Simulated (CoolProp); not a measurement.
Vapour-liquid equilibrium of carbon dioxide (1) + hydrogen sulfide (2) at 1.33 MPa; x and y are mole fractions of (1).

The numbers come from the multi-fluid Helmholtz-energy mixture model, Span 1996 and Lemmon 2006; pair parameters Kunz 2012 in CoolProp.

Task: Give the bubble temperature and the first vapour's composition at x = 0.05, 0.45, 0.55. Is there an azeotrope?

Result: x = 0.05: 273.9 K, y = 0.221; x = 0.45: 248.8 K, y = 0.737; x = 0.55: 246.7 K, y = 0.778. No azeotrope shows between x = 0.05 and 0.95.

The pair parameters rest on a limited set of measurements; away from them the model extrapolates.
